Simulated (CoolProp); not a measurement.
Vapour-liquid equilibrium of ethylbenzene (1) + p-xylene (2) at 0.365 bar; x and y are mole fractions of (1).

The numbers come from the multi-fluid Helmholtz-energy mixture model, Zhou 2012 and Zhou 2012; pair parameters Bell 2016 in CoolProp.

### Question
Give the bubble temperature and the first vapour's composition at x = 0.05, 0.275, 0.8. Is there an azeotrope?

### Answer
x = 0.05: 103.7 °C, y = 0.055; x = 0.275: 103.1 °C, y = 0.289; x = 0.8: 102.2 °C, y = 0.808. No azeotrope shows between x = 0.05 and 0.95.

Pair parameters are fitted to limited data, so mixtures are less certain than the pure fluids.
